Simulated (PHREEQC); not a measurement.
Metal-bearing waste water: speciation

A solution holds 0.028 mol/kgw ZnSO4, 0.0086 mol/kgw H2SO4 and 0.015 mol/kgw NaCl, at 25 °C. Closed to the air; pH follows from the charge balance.

Model: ion-association model, phreeqc.dat, run in PHREEQC.

This is a speciation only: nothing precipitates in the calculation.

Q: Estimate the pH, ionic strength, density.

A: pH 2.07; ionic strength 0.0939 mol/kgw; density 1.003 g/cm³.

Q: In which forms is Zn present?

A: Zn+2 60 %, ZnSO4 34 %, Zn(SO4)2-2 4.8 %, ZnCl+ 0.9 % of the Zn.

Species that the database lacks are ignored.
